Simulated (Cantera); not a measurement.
**Thermodynamics of sublimation and decomposition of ceramics, feed SiC + N₂ + Si**

Feed: 1 mol SiC, 0.4 mol N₂, 0.0066 mol Si, held at 28.0 Pa.

Cantera equilibrium calculation (NASA polynomials, part measured and part estimated; ideal gas, pure solids and liquids). Candidate condensed phases: C, Si, SiC, Si₃N₄; 20 gas species. N₂ is the only nitrogen source here; it is nearly inert below about 1500 K, so the nitride shown seldom forms there in practice. Mutual solubility and eutectic melting of coexisting phases are not modelled. The tables' values for SiN are old estimates; treat these amounts as uncertain. Rates play no part.

From 1473 K to 1573 K the condensed part is SiC(s) + Si₃N₄(s). At 1673 K the condensed part is Si(s) + SiC(s). At 1773 K the condensed part is Si(l) + SiC(s). From 1873 K to 1973 K the condensed part is SiC(s). From 2073 K to 2273 K the condensed part is C(graphite) + SiC(s). From 2373 K to 2673 K the condensed part is C(graphite). The main Si-bearing gas is Si throughout.

| T (K) | log p N₂ | log p Si | log p SiC₂ | log p Si₂C | log p C₃ | log p CN | log p C | log p C₂ | n SiC(s) | n Si₃N₄(s) | n Si(s) | n Si(l) | n C(graphite) |
|---|---|---|---|---|---|---|---|---|---|---|---|---|---|
| 1473 | -3.55 | -8.93 | -14.82 | -11.84 | <-15 | -13.61 | <-15 | <-15 | 1.00 | 0.00220 | 0 | 0 | 0 |
| 1573 | -3.55 | -7.38 | -13.68 | -9.96 | <-15 | -13.01 | <-15 | <-15 | 1.00 | 0.00218 | 0 | 0 | 0 |
| 1673 | -3.55 | -6.38 | -12.31 | -8.67 | <-15 | -12.12 | <-15 | <-15 | 1.000 | 0 | 0.00596 | 0 | 0 |
| 1773 | -3.56 | -5.67 | -10.92 | -7.71 | <-15 | -11.15 | -14.59 | <-15 | 1.000 | 0 | 0 | 0.00335 | 0 |
| 1873 | -3.56 | -5.36 | -9.37 | -7.17 | -15.53 | -9.97 | -12.96 | -15.44 | 1.000 | 0 | 0 | 0 | 0 |
| 1973 | -3.56 | -5.35 | -7.70 | -6.97 | -12.20 | -8.63 | -11.22 | -12.83 | 1.000 | 0 | 0 | 0 | 0 |
| 2073 | -3.57 | -5.15 | -6.39 | -6.58 | -9.80 | -7.63 | -9.86 | -10.87 | 0.995 | 0 | 0 | 0 | 0.00363 |
| 2173 | -3.61 | -4.55 | -5.62 | -5.83 | -8.86 | -7.15 | -9.03 | -9.92 | 0.953 | 0 | 0 | 0 | 0.0371 |
| 2273 | -3.79 | -4.01 | -4.91 | -5.14 | -8.00 | -6.78 | -8.27 | -9.05 | 0.700 | 0 | 0 | 0 | 0.222 |
| 2373 | -4.09 | -3.79 | -4.55 | -5.07 | -7.21 | -6.51 | -7.58 | -8.26 | 0 | 0 | 0 | 0 | 0.680 |
| 2473 | -4.10 | -3.80 | -4.42 | -5.42 | -6.49 | -6.13 | -6.94 | -7.53 | 0 | 0 | 0 | 0 | 0.598 |
| 2573 | -4.11 | -3.83 | -4.33 | -5.78 | -5.82 | -5.78 | -6.36 | -6.85 | 0 | 0 | 0 | 0 | 0.480 |
| 2673 | -4.12 | -3.87 | -4.25 | -6.14 | -5.21 | -5.47 | -5.81 | -6.23 | 0 | 0 | 0 | 0 | 0.285 |
log p: log10 of the partial pressure in bar; n: condensed amount in mol.
